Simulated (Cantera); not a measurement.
## Cu + H₂O + CO (metals in furnace atmospheres)

Charge: 1 mol Cu, 0.019 mol H₂O, a varied amount of CO, equilibrated at 65.0 mbar.

Equilibrium computed with Cantera from the NASA thermochemical tables; the gas is ideal and each condensed phase is pure. Candidate condensed phases: C, C₆H₆, C₇H₈, C₈H₁₈, Cu, CuO, Cu(OH)₂, Cu₂O, H₂O; 113 gas species. Kinetics and transport are ignored.

Stable condensed phases:

```
T in K \ n(CO) in mol
         10 13 15 18 22 26 32 38 46 55 67 80
   1573   A  A  A  A  A  A  A  A  A  A  A  A
   1523   A  A  A  A  A  A  A  A  A  A  A  A
   1473   A  A  A  A  A  A  A  A  A  A  A  A
   1423   A  A  A  A  A  A  A  A  A  A  A  A
   1373   A  A  A  A  A  A  A  A  A  A  A  A
   1323   A  A  A  A  A  A  A  A  A  A  A  A
   1273   A  A  A  A  A  A  A  A  A  B  B  B
   1223   A  A  A  A  A  B  B  B  B  B  B  B
   1173   A  B  B  B  B  B  B  B  B  B  B  B
   1123   B  B  B  B  B  B  B  B  B  B  B  B
   1073   B  B  B  B  B  B  B  B  B  B  B  B
   1023   B  B  B  B  B  B  B  B  B  B  B  B
    973   B  B  B  B  B  B  B  B  B  B  B  B
    923   B  B  B  B  B  B  B  B  B  B  B  B
```

A: Cu; B: C + Cu.
